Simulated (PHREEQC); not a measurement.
1 kg of water holding 52 mmol/kgw MgCl2 and 170 mmol/kgw NaHCO3 meets 20 L of dry gas (H2 0.34, N2 0.66 by moles) at fixed total pressure, at 10 °C; fugacities by Peng-Robinson. The gases take part in no redox reaction, some water evaporates into the gas, and hydrates or a liquid gas phase aren't modelled. Precipitation was switched off in this run.

Model: ion-association model, phreeqc.dat, run in PHREEQC.

```json
[
 {"P (atm)": "2", "dissolved H2 (mol/kgw)": "0.000558", "φ of H2": "1.001", "p of H2 (atm)": "0.676", "dissolved N2 (mol/kgw)": "0.00105", "φ of N2": "0.999"},
 {"P (atm)": "5", "dissolved H2 (mol/kgw)": "0.00140", "φ of H2": "1.002", "p of H2 (atm)": "1.70", "dissolved N2 (mol/kgw)": "0.00261", "φ of N2": "0.997"},
 {"P (atm)": "10", "dissolved H2 (mol/kgw)": "0.00279", "φ of H2": "1.004", "p of H2 (atm)": "3.40", "dissolved N2 (mol/kgw)": "0.00518", "φ of N2": "0.994"},
 {"P (atm)": "20", "dissolved H2 (mol/kgw)": "0.00553", "φ of H2": "1.008", "p of H2 (atm)": "6.80", "dissolved N2 (mol/kgw)": "0.0102", "φ of N2": "0.989"},
 {"P (atm)": "30", "dissolved H2 (mol/kgw)": "0.00823", "φ of H2": "1.013", "p of H2 (atm)": "10.2", "dissolved N2 (mol/kgw)": "0.0150", "φ of N2": "0.984"},
 {"P (atm)": "40", "dissolved H2 (mol/kgw)": "0.0109", "φ of H2": "1.017", "p of H2 (atm)": "13.6", "dissolved N2 (mol/kgw)": "0.0197", "φ of N2": "0.980"},
 {"P (atm)": "50", "dissolved H2 (mol/kgw)": "0.0135", "φ of H2": "1.022", "p of H2 (atm)": "17.0", "dissolved N2 (mol/kgw)": "0.0242", "φ of N2": "0.976"},
 {"P (atm)": "75", "dissolved H2 (mol/kgw)": "0.0199", "φ of H2": "1.033", "p of H2 (atm)": "25.5", "dissolved N2 (mol/kgw)": "0.0349", "φ of N2": "0.968"},
 {"P (atm)": "100", "dissolved H2 (mol/kgw)": "0.0260", "φ of H2": "1.045", "p of H2 (atm)": "34.0", "dissolved N2 (mol/kgw)": "0.0448", "φ of N2": "0.962"},
 {"P (atm)": "150", "dissolved H2 (mol/kgw)": "0.0375", "φ of H2": "1.069", "p of H2 (atm)": "51.0", "dissolved N2 (mol/kgw)": "0.0627", "φ of N2": "0.956"},
 {"P (atm)": "200", "dissolved H2 (mol/kgw)": "0.0482", "φ of H2": "1.095", "p of H2 (atm)": "68.0", "dissolved N2 (mol/kgw)": "0.0786", "φ of N2": "0.957"},
 {"P (atm)": "300", "dissolved H2 (mol/kgw)": "0.0672", "φ of H2": "1.150", "p of H2 (atm)": "102", "dissolved N2 (mol/kgw)": "0.106", "φ of N2": "0.977"}
]
```

At this temperature some constants are extrapolated from 25 °C, and those without enthalpy data are left unchanged.
